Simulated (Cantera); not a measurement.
**Thermodynamics of silicon etching in halogen gases, feed Si + Br2 + H2**

Charge: 1 mol Si, a varied amount of Br2, 0.2 mol H2, held at 1.00 bar.

Cantera equilibrium calculation (NASA polynomials, part measured and part estimated; ideal gas, pure solids and liquids). Candidate condensed phases: Br2, Si; 19 gas species. The tables' values for SiBr3 are old estimates. Equilibrium is a limit: real reactors are often held back by kinetics, nucleation or transport.

Map the stable condensed phases over T = 900, 950, 1000, 1050, 1100, 1150, 1200, 1250, 1300, 1350, 1400, 1450, 1500, 1550 K and n(Br2) in mol = 0.66, 0.92, 1.2, 1.4, 1.7, 1.9, 2.2, 2.4, 2.7, 2.9, 3.2, 3.4, 3.7.


```
T in K \ n(Br2) in mol
         0.66 0.92  1.2  1.4  1.7  1.9  2.2  2.4  2.7  2.9  3.2  3.4  3.7
   1550     A    A    A    A    B    B    B    B    B    B    B    B    B
   1500     A    A    A    A    B    B    B    B    B    B    B    B    B
   1450     A    A    A    A    B    B    B    B    B    B    B    B    B
   1400     A    A    A    A    A    B    B    B    B    B    B    B    B
   1350     A    A    A    A    A    B    B    B    B    B    B    B    B
   1300     A    A    A    A    A    B    B    B    B    B    B    B    B
   1250     A    A    A    A    A    A    B    B    B    B    B    B    B
   1200     A    A    A    A    A    A    B    B    B    B    B    B    B
   1150     A    A    A    A    A    A    B    B    B    B    B    B    B
   1100     A    A    A    A    A    A    B    B    B    B    B    B    B
   1050     A    A    A    A    A    A    B    B    B    B    B    B    B
   1000     A    A    A    A    A    A    B    B    B    B    B    B    B
    950     A    A    A    A    A    A    B    B    B    B    B    B    B
    900     A    A    A    A    A    A    B    B    B    B    B    B    B
```
A: Si; B: gas only.
